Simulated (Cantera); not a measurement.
Stirred combustor or abatement burner

A perfectly stirred reactor is fed with 8.32 % CH₄, 16.6 % O₂, 62.6 % N₂, 12.5 % H₂O, equivalence ratio 1.0, at 1.18 atm; it is adiabatic with a 573 K inlet, and is followed from long to short residence time, starting on the burning branch (τ in s: 0.03, 0.012, 0.0044, 0.0017, 0.00063, 0.00024, 9e-05, 3.4e-05, 1.3e-05).

Detailed kinetics in Cantera: GRI-Mech 3.0 (53 species, 325 reactions).

```csv
τ (s),T (K),x CH₄,x O₂,x H₂O,x CO₂,x C₂H₂
0.030,2152,1.06e-5,0.00616,0.280,0.0741,7.92e-9
0.012,2127,2.03e-5,0.00758,0.278,0.0722,2.04e-8
0.0044,2088,4.05e-5,0.00970,0.274,0.0695,4.97e-8
0.0017,2038,8.00e-5,0.0123,0.269,0.0663,1.13e-7
0.00063,1973,0.000174,0.0157,0.264,0.0621,2.96e-7
0.00024,1898,0.000420,0.0203,0.258,0.0565,9.77e-7
9.0e-5,1791,0.00150,0.0297,0.252,0.0443,7.16e-6
3.4e-5,573,0.0832,0.166,0.125,<1e-12,<1e-12
1.3e-5,573,0.0832,0.166,0.125,<1e-12,<1e-12
```
x: mole fraction; the columns are a selection and need not sum to one.
